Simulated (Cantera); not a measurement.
Feed: 1 mol SiH₂Cl₂, 2 mol O₂, 12 mol N₂, equilibrated at 2.80 mbar.

These are equilibrium values from Cantera (NASA tables, ideal gas, pure condensed phases), not measurements of a reactor. Candidate condensed phases: H₂O, NH₄Cl, Si, SiO₂, Si₂N₂O, Si₃N₄; 47 gas species. Rates play no part. All values below are at 550 °C.

Base state: N₂ 0.806, HCl 0.105, O₂ 0.0597, H₂O 0.0148, Cl₂ 0.0148, Cl 3.62e-5 (mole fractions); condensed: SiO₂(α-quartz).

Question: What changes in the equilibrium state with this change: SiH₂Cl₂ replaced by HMDSO?

Answer: 
```csv
species,before,after
N₂,0.806,0.546
H₂,<1e-9,0.408
CO,0,0.0443
HCl,0.105,0
O₂,0.0597,<1e-9
Cl₂,0.0148,0
H₂O,0.0148,0.000671
CH₄,0,0.000435
CO₂,0,0.000263
Cl,3.62e-5,0
"SiO₂(α-quartz), mol",1.00,2.00
"C(graphite), mol",0,5.01
```
The feed counts by its element totals alone. Further candidate phases: C, C₆H₆, C₇H₈, C₈H₁₈, SiC.
